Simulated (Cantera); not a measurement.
Input: 1 mol trisilylamine, 5.4 mol NH3, 45 mol N2, held at 1.00 bar.

Equilibrium computed with Cantera from the NASA thermochemical tables; the gas is ideal and each condensed phase is pure. Candidate condensed phases: Si, Si3N4; 18 gas species. The feed counts by its element totals alone. Rates play no part. All values below are at 1477 °C.

Base state: N2 0.786, H2 0.214, H 0.000108 (mole fractions); condensed: Si3N4(s).

**Question.** What changes in the equilibrium state with this change: NH3 from 5.4 to 0.91 mol?

**Answer.** 
```tsv
species	before	after
N2	0.786	0.882
H2	0.214	0.118
H	0.000108	7.98e-5
Si3N4(s), mol	1.000	1.000
```
